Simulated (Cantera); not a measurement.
Cantera run, input and output.

```python
import numpy as np
import cantera as ct

gas = ct.Solution("gri30.yaml")


def delay(T, t_max=10):
    gas.TPX = T, 101325, {'CH4': 1, 'CO': 0.095, 'O2': 4.36, 'N2': 16.4}
    reactor = ct.IdealGasConstPressureReactor(gas, clone=False)
    net = ct.ReactorNet([reactor])
    net.rtol, net.atol = 1e-8, 1e-16
    while net.time < t_max:
        t_old, T_old = net.time, reactor.T
        net.step()
        if reactor.T > T + 400:  # ignition: a rise of 400 K
            return t_old + (T + 400 - T_old) / (reactor.T - T_old) * (net.time - t_old)
    return np.nan


taus = []
for T in [1300, 1350, 1400, 1450, 1500, 1550, 1600, 1650, 1700, 1750]:
    taus.append(delay(T))
    print(f"T0 = {T:6g} K   tau = {taus[-1]:.4e} s")
```

Result:

```
T0 =   1300 K   tau = 7.9293e-03 s
T0 =   1350 K   tau = 4.2902e-03 s
T0 =   1400 K   tau = 2.4311e-03 s
T0 =   1450 K   tau = 1.4445e-03 s
T0 =   1500 K   tau = 8.9902e-04 s
T0 =   1550 K   tau = 5.8415e-04 s
T0 =   1600 K   tau = 3.9419e-04 s
T0 =   1650 K   tau = 2.7475e-04 s
T0 =   1700 K   tau = 1.9684e-04 s
T0 =   1750 K   tau = 1.4443e-04 s
```

Detailed kinetics in Cantera: GRI-Mech 3.0 (53 species, 325 reactions).
